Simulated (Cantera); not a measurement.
**Adiabatic ignition**

An adiabatic, constant-pressure homogeneous reactor starts with CH₄ : C₂H₆ : C₃H₈ : O₂ : N₂ = 1 : 0.14 : 0.1 : 3.08 : 11.6 (molar parts), equivalence ratio 0.97, at 1575 K and 0.550 bar.

Model: GRI-Mech 3.0 (53 species, 325 reactions), integrated in Cantera.

```csv
t (s),T (K),x CH₄,x C₂H₆,x C₃H₈,x C₂H,x O₂,x H₂O₂,x H
5.00e-6,1573,0.0627,0.00869,0.00610,<1e-12,0.193,3.05e-7,1.11e-5
1.95e-5,1568,0.0621,0.00822,0.00544,1.66e-11,0.193,3.90e-6,2.95e-5
7.58e-5,1617,0.0526,0.00479,0.00179,1.52e-8,0.179,2.13e-5,0.000177
0.000295,2525,<1e-12,<1e-12,<1e-12,<1e-12,0.0326,9.46e-8,0.0205
0.00115,2712,<1e-12,<1e-12,<1e-12,<1e-12,0.0278,1.69e-7,0.0115
0.00447,2716,<1e-12,<1e-12,<1e-12,<1e-12,0.0253,1.70e-7,0.0109
0.0174,2714,<1e-12,<1e-12,<1e-12,<1e-12,0.0246,1.67e-7,0.0108
0.0678,2714,<1e-12,<1e-12,<1e-12,<1e-12,0.0246,1.67e-7,0.0108
0.264,2714,<1e-12,<1e-12,<1e-12,<1e-12,0.0246,1.67e-7,0.0108
1.03,2714,<1e-12,<1e-12,<1e-12,<1e-12,0.0246,1.67e-7,0.0108
4.00,2714,<1e-12,<1e-12,<1e-12,<1e-12,0.0246,1.67e-7,0.0108
```
x: mole fraction; the columns are a selection and need not sum to one.

| Item | Value |
|---|---|
| time of steepest temperature rise | 0.125 ms |
| temperature at 4.00 s | 2714 K |
| equilibrium temperature | 2714 K |
| x(CH₄) at 4.00 s | <1e-12 (gas-phase equilibrium <1e-12) |
| x(C₂H₆) at 4.00 s | <1e-12 (gas-phase equilibrium <1e-12) |
| x(C₃H₈) at 4.00 s | <1e-12 (gas-phase equilibrium <1e-12) |
